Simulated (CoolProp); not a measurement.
Vapour-liquid equilibrium of R1234ze(E) (1) + n-pentane (2) at 147 kPa; x and y are mole fractions of (1).

Model: multi-fluid Helmholtz-energy mixture model, Thol 2016 and Thol 2019; pair parameters Bell 2016, in CoolProp.

| x | bubble temperature, mixture model (°C) | bubble temperature, Raoult's law (°C) | y, mixture model | y, Raoult's law |
|---|---|---|---|---|
| 0.05 | 31.0 | 39.7 | 0.435 | 0.259 |
| 0.125 | 16.0 | 30.6 | 0.696 | 0.501 |
| 0.2 | 7.5 | 23.5 | 0.798 | 0.648 |
| 0.275 | 2.4 | 17.7 | 0.846 | 0.744 |
| 0.35 | -0.7 | 13.0 | 0.874 | 0.811 |
| 0.425 | -2.8 | 8.9 | 0.891 | 0.859 |
| 0.5 | -4.2 | 5.4 | 0.902 | 0.894 |
| 0.575 | -5.2 | 2.3 | 0.911 | 0.922 |
| 0.65 | -6.0 | -0.4 | 0.920 | 0.943 |
| 0.725 | -6.8 | -2.9 | 0.928 | 0.960 |
| 0.8 | -7.6 | -5.1 | 0.940 | 0.974 |
| 0.875 | -8.5 | -7.1 | 0.955 | 0.985 |
| 0.95 | -9.4 | -8.9 | 0.978 | 0.995 |

The largest gap from Raoult's law is -16.0 K in bubble temperature, at x = 0.2. No azeotrope shows between x = 0.05 and 0.95.

Pair parameters are fitted to limited data, so mixtures are less certain than the pure fluids. With so large a gap from Raoult's law the liquid may split in two, which this calculation doesn't test in full.
